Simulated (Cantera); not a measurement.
Input (Python, Cantera) and output of one run.

```python
import numpy as np
import cantera as ct

gas_names = """
    O2 SiO
""".split()
cond_names = """
    Ta(cr) Ta(L) Ta2O5(s) Ta2O5(L) Si(cr) Si(L) V(cr) V(L) V2O5(s) V2O5(L)
""".split()


# ... load() reads the species with a 1 bar reference pressure and builds the phases ...
species = {s.name: s for s in load("nasa_gas.yaml", gas_names) + load("nasa_condensed.yaml", cond_names)}
# Each term lists the table entries of one substance; the one whose range holds T is used.
reactions = {
    '0.8 Ta + O2(g) = 0.4 Ta2O5':
        [(-0.8, ['Ta(cr)', 'Ta(L)']), (-1, ['O2']), (0.4, ['Ta2O5(s)', 'Ta2O5(L)'])],
    '2 Si + O2(g) = 2 SiO(g)':
        [(-2, ['Si(cr)', 'Si(L)']), (-1, ['O2']), (2, ['SiO'])],
    '0.8 V + O2(g) = 0.4 V2O5':
        [(-0.8, ['V(cr)', 'V(L)']), (-1, ['O2']), (0.4, ['V2O5(s)', 'V2O5(L)'])],
}


def pick(names, T):
    return next(species[n] for n in names if species[n].thermo.min_temp <= T <= species[n].thermo.max_temp)


results = []
for label, terms in reactions.items():
    print(label)
    print("     T/K   dH/kJ  dS/(J/K)   dG/kJ   log10 K")
    for T in [300, 800, 850, 900, 950, 1000, 1050, 1100, 1150, 1200, 1250, 1300]:
        used = [(nu, pick(names, T)) for nu, names in terms]
        dH = sum(nu * s.thermo.h(T) for nu, s in used) / 1e6
        dS = sum(nu * s.thermo.s(T) for nu, s in used) / 1e3
        dG = dH - T * dS / 1e3
        logK = -dG * 1e6 / (ct.gas_constant * T * np.log(10))
        results.append((label, T, dH, dS, dG, logK, [s.name for _, s in used]))
        print(f"{T:8g} {dH:8.1f} {dS:8.1f} {dG:8.1f} {logK:8.2f}")
```

Result:

```
0.8 Ta + O2(g) = 0.4 Ta2O5
     T/K   dH/kJ  dS/(J/K)   dG/kJ   log10 K
     300   -818.4   -181.0   -764.1   133.04
     800   -813.0   -171.2   -676.0    44.14
     850   -812.2   -170.3   -667.5    41.02
     900   -811.5   -169.4   -659.0    38.25
     950   -810.7   -168.6   -650.5    35.77
    1000   -810.0   -167.8   -642.1    33.54
    1050   -809.2   -167.0   -633.8    31.53
    1100   -808.3   -166.3   -625.4    29.70
    1150   -807.5   -165.6   -617.1    28.03
    1200   -806.7   -164.9   -608.9    26.50
    1250   -805.9   -164.2   -600.6    25.10
    1300   -805.1   -163.5   -592.5    23.80
2 Si + O2(g) = 2 SiO(g)
     T/K   dH/kJ  dS/(J/K)   dG/kJ   log10 K
     300   -200.9    180.3   -255.0    44.39
     800   -207.6    167.5   -341.6    22.30
     850   -208.4    166.5   -349.9    21.50
     900   -209.2    165.6   -358.2    20.79
     950   -210.0    164.7   -366.5    20.15
    1000   -210.8    163.9   -374.7    19.57
    1050   -211.7    163.1   -382.9    19.05
    1100   -212.5    162.3   -391.0    18.57
    1150   -213.4    161.5   -399.1    18.13
    1200   -214.3    160.8   -407.2    17.72
    1250   -215.2    160.0   -415.2    17.35
    1300   -216.1    159.3   -423.2    17.00
0.8 V + O2(g) = 0.4 V2O5
     T/K   dH/kJ  dS/(J/K)   dG/kJ   log10 K
     300   -620.2   -176.0   -567.4    98.80
     800   -614.5   -165.5   -482.0    31.47
     850   -613.7   -164.7   -473.8    29.11
     900   -613.0   -163.9   -465.6    27.02
     950   -586.5   -135.7   -457.6    25.16
    1000   -585.6   -134.8   -450.8    23.55
    1050   -584.8   -134.0   -444.1    22.09
    1100   -583.9   -133.2   -437.4    20.77
    1150   -583.1   -132.5   -430.8    19.57
    1200   -582.3   -131.8   -424.2    18.46
    1250   -581.6   -131.2   -417.6    17.45
    1300   -580.9   -130.6   -411.0    16.52
```

Source: NASA polynomial tables (part measured, part estimated), evaluated in Cantera. Condensed species are held in their standard states even where they would react or evaporate.
